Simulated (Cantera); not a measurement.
Input: 1 mol MgO, 4.1 mol SO2, 5.1 mol CO2, at 1 atm.

Equilibrium computed with Cantera from the NASA thermochemical tables; the gas is ideal and each condensed phase is pure. Candidate condensed phases: C, Mg, MgCO3, MgO, MgS, MgSO4, S; 26 gas species. Gases not in the tables: S3 to S7. The numbers say what is thermodynamically allowed, not how fast it happens.

x: gas mole fraction; n: condensed amount in mol.

| T (K) | x CO2 | x SO2 | x S2 | x S2O | x COS | x CO | n MgO(s) | n MgSO4(s) |
|---|---|---|---|---|---|---|---|---|
| 850 | 0.559 | 0.439 | 0.00150 | 0.000320 | 4.55e-5 | 3.98e-5 | 0.935 | 0.0649 |
| 900 | 0.554 | 0.446 | ___ | ___ | ___ | ___ | 1.000 | ___ |
| 950 | 0.554 | 0.446 | ___ | ___ | ___ | ___ | 1.000 | 0 |
| 1000 | 0.554 | 0.446 | 9.45e-11 | 1.18e-9 | 2.27e-10 | 5.40e-6 | 1.000 | 0 |
| 1050 | 0.554 | 0.446 | 6.28e-11 | 8.52e-10 | 1.78e-10 | 8.73e-6 | 1.00 | 0 |
| 1100 | 0.554 | 0.446 | 5.18e-11 | 7.23e-10 | 1.64e-10 | 1.41e-5 | 1.00 | 0 |
| 1150 | 0.554 | 0.446 | 4.37e-11 | 6.24e-10 | 1.53e-10 | 2.19e-5 | 1.00 | 0 |
| 1200 | 0.554 | 0.446 | 3.76e-11 | 5.49e-10 | 1.44e-10 | 3.28e-5 | 1.00 | 0 |

### Question
Fill in the missing entries.

### Answer

- 950, x S2: 1.32e-8
- 950, x S2O: 4.91e-8
- 950, x COS: 8.55e-9
- 950, x CO: 9.74e-6
- 900, x S2: 3.29e-6
- 900, x S2O: 3.18e-6
- 900, x COS: 4.97e-7
- 900, x CO: 1.89e-5
- 900, n MgSO4(s): 0.000399
